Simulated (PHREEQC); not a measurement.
Make-up at 75 °C: 53 mmol/kgw HNO3, 5.6 mmol/kgw AlCl3 and 0.031 mmol/kgw AgNO3. Closed to the air; pH follows from the charge balance.

Computed with PHREEQC (ion-association model, wateq4f.dat).

The ionic strength comes out as 0.0866 mol/kgw. What activity coefficients do AgCl3-2, Al+3, AgCl2-, H+, Cl- get?

AgCl3-2 0.35, Al+3 0.16, AgCl2- 0.77, H+ 0.82, Cl- 0.76.

Precipitation was switched off in this run. Saturation is exceeded, for instance for Cerargyrite; the values hold only as long as no solid forms. At this temperature some constants are extrapolated from 25 °C, and those without enthalpy data are left unchanged.
